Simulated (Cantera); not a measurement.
Equilibrium for silicon nitride deposition: trisilylamine + NH3

Input: 1 mol trisilylamine, 0.47 mol NH3, equilibrated at 1773 K and 0.00130 bar.

Equilibrium computed with Cantera from the NASA thermochemical tables; the gas is ideal and each condensed phase is pure. Candidate condensed phases: Si, Si3N4; 18 gas species. The feed counts by its element totals alone. Gases not in the tables: Si2H6 and higher silanes. Rates play no part.

| Item | Value |
|---|---|
| x(H2) | 0.868 |
| x(N2) | 0.123 |
| x(H) | 0.00735 |
| x(Si) | 0.00164 |
| x(SiH) | 6.79e-5 |
| x(SiH2) | 2.14e-5 |
| x(Si2N) | 1.65e-5 |
| x(SiN) | 9.95e-6 |
| x(Si2) | 9.11e-6 |
| n(Si(l)) | 2.99 mol |
| gas amount | 5.972 mol |
